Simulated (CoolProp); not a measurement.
Model: reference Helmholtz-energy equation of state, Lemmon 2006, in CoolProp. It is a short technical equation, of lower accuracy than the large ones.

Give the vapour pressure (MPa), liquid density (kg/m³), vapour Z, surface tension (mN/m) of saturated C2F6 (R116) at -21.95 °C.


| T (°C) | p (MPa) | liquid density (kg/m³) | vapour Z | surface tension (mN/m) |
|---|---|---|---|---|
| -21.95 | 0.986 | 1310 | 0.774 | 3.89 |

Surface tension comes from a separate correlation (Mulero 2012).
